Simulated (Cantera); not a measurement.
**Adiabatic ignition**

An adiabatic, constant-pressure homogeneous reactor starts with 29.4 % H2, 16.2 % O2, 42.1 % N2, 12.4 % H2O, at 1023 K and 7500 Torr.

Detailed kinetics in Cantera: the H2/O2 subset of GRI-Mech 3.0, which has no nitrogen chemistry. The hydrogen kinetics of GRI-Mech 3.0 are dated; newer H2 mechanisms differ, most at raised pressure.

```
t (s)     T (K)    x H2    x O2  x H2O       x O       x H    x H2O2
--------  -----  ------  ------  -----  --------  --------  --------
5.00e-6    1023   0.294   0.162  0.124  3.58e-12  2.70e-11  4.93e-11
1.30e-5    1023   0.294   0.162  0.124  3.77e-12  2.84e-11  3.33e-10
3.36e-5    1023   0.294   0.162  0.124  4.26e-12  3.21e-11   2.22e-9
8.71e-5    1023   0.294   0.162  0.124  5.72e-12  4.31e-11   1.47e-8
0.000226   1023   0.294   0.162  0.124  1.08e-11  8.16e-11   9.69e-8
0.000585   1023   0.294   0.162  0.124  3.81e-11  2.87e-10   7.22e-7
0.00152    1023   0.294   0.161  0.124  3.75e-10   2.82e-9   1.12e-5
0.00393    1032   0.293   0.161  0.125   7.45e-9   5.54e-8  0.000266
0.0102     2779  0.0199  0.0209  0.448   0.00230   0.00341   2.48e-6
0.0264     2779  0.0199  0.0209  0.448   0.00230   0.00341   2.48e-6
0.0684     2779  0.0199  0.0209  0.448   0.00230   0.00341   2.48e-6
0.177      2779  0.0199  0.0209  0.448   0.00230   0.00341   2.48e-6
0.459      2779  0.0199  0.0209  0.448   0.00230   0.00341   2.48e-6
1.19       2779  0.0199  0.0209  0.448   0.00230   0.00341   2.48e-6
3.09       2779  0.0199  0.0209  0.448   0.00230   0.00341   2.48e-6
8.00       2779  0.0199  0.0209  0.448   0.00230   0.00341   2.48e-6
```
x: mole fraction; the columns are a selection and need not sum to one.

- time of steepest temperature rise = 5.76 ms
- temperature at 8.00 s = 2779 K
- equilibrium temperature = 2779 K
- x(H2) at 8.00 s = 0.0199 (gas-phase equilibrium 0.0199)
- x(O2) at 8.00 s = 0.0209 (gas-phase equilibrium 0.0209)
- x(H2O) at 8.00 s = 0.448 (gas-phase equilibrium 0.448)
